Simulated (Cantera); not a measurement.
A closed system holds: 1 mol Si, 1.2 mol H₂, held at 1 atm.

Equilibrium computed with Cantera from the NASA thermochemical tables; the gas is ideal and each condensed phase is pure. Candidate condensed phases: Si; 9 gas species. Gases not in the tables: Si₂H₆ and higher silanes. Equilibrium is a limit: real reactors are often held back by kinetics, nucleation or transport.

x: gas mole fraction; n: condensed amount in mol.

| T (K) | x H₂ | x H | x SiH₂ | x SiH | x SiH₄ | x Si | n Si(s) | n Si(l) |
|---|---|---|---|---|---|---|---|---|
| 523 | 1.00 | <1e-12 | <1e-12 | <1e-12 | 2.63e-8 | <1e-12 | 1.00 | 0 |
| 623 | 1.00 | <1e-12 | <1e-12 | <1e-12 | 7.11e-8 | <1e-12 | 1.00 | 0 |
| 723 | 1.00 | <1e-12 | <1e-12 | <1e-12 | (withheld) | <1e-12 | 1.00 | 0 |
| 823 | 1.00 | 7.29e-12 | <1e-12 | <1e-12 | 2.28e-7 | <1e-12 | 1.00 | 0 |
| 923 | 1.00 | 2.43e-10 | 8.30e-12 | <1e-12 | 3.31e-7 | <1e-12 | 1.00 | 0 |
| 1023 | 1.00 | 4.11e-9 | 1.80e-10 | <1e-12 | 4.44e-7 | <1e-12 | 1.000 | 0 |
| 1123 | 1.000 | (withheld) | (withheld) | (withheld) | (withheld) | <1e-12 | 1.000 | 0 |
| 1223 | 1.000 | 2.99e-7 | 1.87e-8 | 4.15e-11 | 6.87e-7 | 3.18e-12 | 1.000 | 0 |
| 1323 | 1.000 | 1.58e-6 | 1.13e-7 | 6.46e-10 | 8.13e-7 | 8.75e-11 | 1.000 | 0 |
| 1423 | 1.000 | 6.60e-6 | 5.26e-7 | 6.80e-9 | 9.41e-7 | 1.51e-9 | 1.000 | 0 |
| 1523 | 1.000 | 2.30e-5 | 2.01e-6 | 5.23e-8 | 1.07e-6 | 1.78e-8 | 1.000 | 0 |
| 1623 | 1.000 | 6.87e-5 | 6.47e-6 | 3.12e-7 | 1.20e-6 | 1.54e-7 | 1.000 | 0 |
| 1723 | 1.000 | 0.000181 | 1.70e-5 | 1.40e-6 | 1.24e-6 | 9.71e-7 | 0 | 1.000 |

Problem. What belongs in the gaps?

Solution. 
- 1123, x H: 4.23e-8
- 1123, x SiH₂: 2.26e-9
- 1123, x SiH: 1.62e-12
- 1123, x SiH₄: 5.63e-7
- 723, x SiH₄: 1.40e-7
